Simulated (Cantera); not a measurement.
An isothermal, constant-pressure homogeneous reactor starts with 5.88 % NO, 94.1 % N2, at 2148 K and 1.00 bar.

Detailed kinetics in Cantera: GRI-Mech 3.0 (53 species, 325 reactions).

x: mole fraction; the columns are a selection and need not sum to one.

| t (s) | x NO | x O | x O2 | x NO2 | x N2 | x N2O |
|---|---|---|---|---|---|---|
| 0.000300 | 0.0588 | 4.64e-6 | 1.15e-7 | 3.81e-7 | 0.941 | ___ |
| 0.00103 | 0.0588 | 1.86e-5 | 1.81e-6 | 1.63e-6 | 0.941 | 1.85e-6 |
| 0.00354 | 0.0587 | 5.41e-5 | 2.64e-5 | 4.74e-6 | 0.941 | 1.86e-6 |
| 0.0122 | 0.0583 | 7.69e-5 | 0.000211 | 6.67e-6 | 0.941 | 1.85e-6 |
| 0.0418 | 0.0568 | 9.26e-5 | 0.000936 | 7.87e-6 | 0.942 | 1.76e-6 |
| 0.144 | 0.0513 | 0.000136 | 0.00369 | 1.06e-5 | 0.945 | ___ |
| 0.493 | 0.0324 | 0.000228 | 0.0131 | 1.13e-5 | 0.954 | ___ |
| 1.69 | 0.00731 | 0.000311 | 0.0256 | 3.50e-6 | 0.967 | 2.86e-7 |
| 5.82 | 0.00447 | 0.000319 | 0.0270 | 2.19e-6 | 0.968 | 2.76e-7 |
| 20.0 | 0.00446 | 0.000319 | 0.0270 | 2.19e-6 | 0.968 | 2.76e-7 |

Task: What belongs in the gaps?

Result: 
- 0.000300, x N2O: 1.53e-6
- 0.144, x N2O: 1.47e-6
- 0.493, x N2O: 7.22e-7
